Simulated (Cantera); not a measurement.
Feed: 1 mol Pb, 3.6 mol H2, 16 mol N2, held at 7.50 Torr.

Equilibrium computed with Cantera from the NASA thermochemical tables; the gas is ideal and each condensed phase is pure. Candidate condensed phases: Pb; 11 gas species. Kinetics and transport are ignored.

Q: Which condensed phases are stable at each of these points (T (°C)): 352, 452, 552, 652, 752, 852, 952?

A: 
```
T (°C)  condensed phases  Pb condensed (%)
------  ----------------  ----------------
352                Pb(l)             100.0
452                Pb(l)             100.0
552                Pb(l)             100.0
652                Pb(l)              99.5
752                Pb(l)              94.5
852                Pb(l)              62.2
952             gas only               0.0
```

From 352 °C to 852 °C the condensed part is Pb(l). At 952 °C nothing is condensed.
